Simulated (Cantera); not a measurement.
## FeS₂ + SO₃ + O₂ (roasting and sulfation)

Input: 1 mol FeS₂, 2.5 mol SO₃, 0.072 mol O₂, at 1 atm.

Cantera equilibrium calculation (NASA polynomials, part measured and part estimated; ideal gas, pure solids and liquids). Candidate condensed phases: Fe, FeO, FeS, FeSO₄, FeS₂, Fe₂O₃, Fe₂(SO₄)₃, Fe₃O₄, S; 12 gas species. Metal and sulfide melt together well below either melting point, which pure phases cannot show. Mutual solubility and eutectic melting of coexisting phases are not modelled. The tables' stoichiometric FeO is somewhat more stable than real wüstite, so its field is too wide. FeO, FeS: taken at fixed stoichiometry. Gases not in the tables: S₃ to S₇. The numbers say what is thermodynamically allowed, not how fast it happens.

```
T (°C)  x SO₂    x S₂    x S₂O      x SO      x S  n FeS(s)  n Fe₃O₄(s)  n FeO(s)  n FeS(l)
------  -----  ------  -------  --------  -------  --------  ----------  --------  --------
802     0.963  0.0331  0.00431   7.63e-5  7.66e-9     0.645       0.118         0         0
852     0.955  0.0401  0.00486  0.000146  2.47e-8     0.612       0.129         0         0
902     0.947  0.0477  0.00542  0.000264  7.21e-8     0.575       0.142         0         0
952     0.938  0.0558  0.00598  0.000454  1.93e-7     0.536       0.155         0         0
1002    0.928  0.0645  0.00653  0.000747  4.77e-7     0.494       0.169         0         0
1052    0.918  0.0736  0.00707   0.00118  1.10e-6     0.451       0.183         0         0
1102    0.908  0.0829  0.00759   0.00181  2.39e-6     0.406       0.198         0         0
1152    0.897  0.0923  0.00808   0.00268  4.92e-6     0.360       0.213         0         0
1202    0.879   0.108  0.00890   0.00390  9.89e-6         0           0     0.810     0.190
```
x: gas mole fraction; n: condensed amount in mol.

From 802 °C to 1152 °C the condensed part is FeS(s) + Fe₃O₄(s). At 1202 °C the condensed part is FeO(s) + FeS(l).
